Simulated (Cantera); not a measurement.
An isothermal, constant-pressure homogeneous reactor starts with 1.47 % CH₄, 97.7 % H₂, 0.606 % H, 0.225 % H₂O, at 1775 K and 100.0 Torr.

Computed with Cantera and GRI-Mech 3.0 (53 species, 325 reactions). GRI-Mech 3.0 stops at C3 and has no aromatics, soot or wall deposition, so with more carbon than oxygen in the feed, carbon stays in small species such as C2H2 where larger ones or solid carbon would form.

x: mole fraction; the columns are a selection and need not sum to one.

```csv
t (s),x CH₄,x H₂,x H,x C₂H₆,x C₂H,x C₂H₄,x C₂H₂
0.000100,0.0134,0.979,0.00415,[?],8.70e-10,4.27e-5,2.61e-5
0.000278,0.0134,0.980,0.00338,[?],3.03e-9,5.59e-5,0.000112
0.000774,0.0134,0.981,0.00227,[?],5.08e-9,4.54e-5,0.000279
0.00215,0.0133,0.982,0.00130,[?],4.92e-9,2.86e-5,0.000471
0.00599,0.0131,0.983,0.000837,[?],4.38e-9,1.82e-5,0.000655
0.0167,0.0126,0.983,0.000762,[?],5.71e-9,1.63e-5,0.000937
0.0464,0.0113,0.984,0.000765,[?],9.66e-9,1.61e-5,0.00158
0.129,0.00875,0.985,0.000771,[?],1.74e-8,1.66e-5,0.00284
0.359,0.00538,0.987,0.000780,[?],2.80e-8,1.88e-5,0.00451
1.00,0.00264,0.988,0.000788,[?],3.65e-8,2.18e-5,0.00583
```

Fill in the missing entries.


- 0.000100, x C₂H₆: 6.52e-6
- 0.000278, x C₂H₆: 5.31e-6
- 0.000774, x C₂H₆: 3.47e-6
- 0.00215, x C₂H₆: 1.78e-6
- 0.00599, x C₂H₆: 9.58e-7
- 0.0167, x C₂H₆: 7.71e-7
- 0.0464, x C₂H₆: 6.23e-7
- 0.129, x C₂H₆: 3.80e-7
- 0.359, x C₂H₆: 1.47e-7
- 1.00, x C₂H₆: 3.72e-8
